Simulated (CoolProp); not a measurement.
Saturation properties of water (Tc = 647.1 K, pc = 220.6 bar, ω = 0.344).

Computed with CoolProp (reference Helmholtz-energy equation of state, Wagner 2002).

```json
[
 {"T (K)": "457.6", "p (bar)": "11.10", "vapour density (kg/m³)": "5.683", "surface tension (mN/m)": "41.0", "liquid viscosity (µPa s)": "147", "vapour viscosity (µPa s)": "15.1", "liquid conductivity (mW/(m K))": "669"},
 {"T (K)": "459.7", "p (bar)": "11.63", "vapour density (kg/m³)": "5.944", "surface tension (mN/m)": "40.6", "liquid viscosity (µPa s)": "145", "vapour viscosity (µPa s)": "15.2", "liquid conductivity (mW/(m K))": "668"},
 {"T (K)": "461.8", "p (bar)": "12.19", "vapour density (kg/m³)": "6.216", "surface tension (mN/m)": "40.1", "liquid viscosity (µPa s)": "143", "vapour viscosity (µPa s)": "15.3", "liquid conductivity (mW/(m K))": "667"},
 {"T (K)": "463.9", "p (bar)": "12.76", "vapour density (kg/m³)": "6.497", "surface tension (mN/m)": "…", "liquid viscosity (µPa s)": "141", "vapour viscosity (µPa s)": "15.4", "liquid conductivity (mW/(m K))": "666"},
 {"T (K)": "465.9", "p (bar)": "13.33", "vapour density (kg/m³)": "6.774", "surface tension (mN/m)": "39.2", "liquid viscosity (µPa s)": "140", "vapour viscosity (µPa s)": "15.4", "liquid conductivity (mW/(m K))": "665"},
 {"T (K)": "468", "p (bar)": "…", "vapour density (kg/m³)": "7.076", "surface tension (mN/m)": "38.7", "liquid viscosity (µPa s)": "138", "vapour viscosity (µPa s)": "15.5", "liquid conductivity (mW/(m K))": "663"},
 {"T (K)": "470.1", "p (bar)": "14.58", "vapour density (kg/m³)": "7.388", "surface tension (mN/m)": "38.2", "liquid viscosity (µPa s)": "137", "vapour viscosity (µPa s)": "15.6", "liquid conductivity (mW/(m K))": "662"},
 {"T (K)": "472.2", "p (bar)": "15.24", "vapour density (kg/m³)": "7.711", "surface tension (mN/m)": "37.7", "liquid viscosity (µPa s)": "135", "vapour viscosity (µPa s)": "15.6", "liquid conductivity (mW/(m K))": "661"},
 {"T (K)": "474.3", "p (bar)": "15.93", "vapour density (kg/m³)": "8.046", "surface tension (mN/m)": "37.2", "liquid viscosity (µPa s)": "134", "vapour viscosity (µPa s)": "15.7", "liquid conductivity (mW/(m K))": "659"},
 {"T (K)": "476.3", "p (bar)": "16.60", "vapour density (kg/m³)": "…", "surface tension (mN/m)": "36.8", "liquid viscosity (µPa s)": "…", "vapour viscosity (µPa s)": "15.8", "liquid conductivity (mW/(m K))": "658"},
 {"T (K)": "478.4", "p (bar)": "17.33", "vapour density (kg/m³)": "8.733", "surface tension (mN/m)": "36.3", "liquid viscosity (µPa s)": "131", "vapour viscosity (µPa s)": "15.8", "liquid conductivity (mW/(m K))": "656"},
 {"T (K)": "480.5", "p (bar)": "18.09", "vapour density (kg/m³)": "9.103", "surface tension (mN/m)": "35.8", "liquid viscosity (µPa s)": "130", "vapour viscosity (µPa s)": "…", "liquid conductivity (mW/(m K))": "655"},
 {"T (K)": "482.6", "p (bar)": "18.87", "vapour density (kg/m³)": "9.486", "surface tension (mN/m)": "35.3", "liquid viscosity (µPa s)": "128", "vapour viscosity (µPa s)": "16.0", "liquid conductivity (mW/(m K))": "653"},
 {"T (K)": "484.7", "p (bar)": "19.67", "vapour density (kg/m³)": "9.882", "surface tension (mN/m)": "34.8", "liquid viscosity (µPa s)": "…", "vapour viscosity (µPa s)": "16.1", "liquid conductivity (mW/(m K))": "…"},
 {"T (K)": "486.8", "p (bar)": "20.51", "vapour density (kg/m³)": "10.29", "surface tension (mN/m)": "34.3", "liquid viscosity (µPa s)": "126", "vapour viscosity (µPa s)": "16.1", "liquid conductivity (mW/(m K))": "650"}
]
```

Problem. Complete the blanks.

Solution. 
- 463.9, surface tension (mN/m): 39.6
- 468, p (bar): 13.94
- 476.3, vapour density (kg/m³): 8.375
- 476.3, liquid viscosity (µPa s): 132
- 480.5, vapour viscosity (µPa s): 15.9
- 484.7, liquid viscosity (µPa s): 127
- 484.7, liquid conductivity (mW/(m K)): 652

It boils at 373.1 K under 1 atm.

Viscosity comes from a separate model (Huber 2009). Thermal conductivity comes from a separate model (Huber 2012). Surface tension comes from a separate correlation (Mulero 2012).
